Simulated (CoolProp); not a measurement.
Vapour-liquid equilibrium of propane (1) + benzene (2) at 318.8 K; x and y are mole fractions of (1).

Values from CoolProp's multi-fluid Helmholtz-energy mixture model, Lemmon 2009 and Thol 2012; pair parameters Bell 2016.

```csv
x,bubble pressure (bar),y at the bubble point,dew pressure at overall composition x (bar),liquid density (mol/L)
0.05,1.608,0.810,0.3222,10.94
0.2,4.634,0.936,0.3828,11.04
0.35,6.845,0.959,0.4713,11.11
0.5,8.679,0.970,0.6127,11.14
0.65,10.42,0.978,0.8750,11.10
0.8,12.30,0.986,1.529,10.94
0.95,14.61,0.996,5.811,10.57
```

No azeotrope shows between x = 0.05 and 0.95.

Pair parameters are fitted to limited data, so mixtures are less certain than the pure fluids. The gap from Raoult's law changes sign with composition, which may be real or a fault of the pair parameters; it wasn't checked against measurements. With so large a gap from Raoult's law the liquid may split in two, which this calculation doesn't test in full.
